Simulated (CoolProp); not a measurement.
Properties of nitrogen along the isobar 0.101 MPa.

Values from CoolProp's reference Helmholtz-energy equation of state, Span 2000.

| T (K) | phase | Z | cv (kJ/(kg K)) | speed of sound (m/s) | viscosity (µPa s) | Prandtl number | fugacity coefficient |
|---|---|---|---|---|---|---|---|
| 74 | liquid | 0.005600 | 1.104 | 885.7 | 184 | 2.47 | 0.6432 |
| 110.2 | gas | 0.9851 | 0.7485 | 212.3 | 7.62 | 0.782 | 0.9853 |
| 146.5 | gas | 0.9937 | 0.7444 | 246.0 | 9.87 | ? | 0.9938 |
| 182.8 | gas | 0.9970 | 0.7433 | 275.3 | 12.0 | 0.742 | 0.9970 |
| 219 | gas | 0.9985 | 0.7429 | 301.6 | 13.9 | 0.732 | 0.9985 |
| 255.3 | gas | 0.9993 | 0.7428 | 325.7 | ? | 0.725 | 0.9993 |
| 291.5 | gas | 0.9997 | 0.7431 | 348.1 | 17.5 | ? | 0.9997 |
| 327.8 | gas | 1.000 | 0.7438 | ? | 19.1 | 0.714 | 1.000 |
| 364 | gas | 1.000 | 0.7452 | ? | 20.7 | ? | 1.000 |
| 400.3 | gas | 1.000 | 0.7475 | 407.7 | 22.2 | 0.707 | 1.000 |

Task: Complete the blanks.

Result: 
- 146.5, Prandtl number: 0.756
- 255.3, viscosity (µPa s): 15.8
- 291.5, Prandtl number: 0.719
- 327.8, speed of sound (m/s): 369.1
- 364, speed of sound (m/s): 388.9
- 364, Prandtl number: 0.710

Viscosity comes from a separate model (Lemmon 2004). Thermal conductivity comes from a separate model (Lemmon 2004).
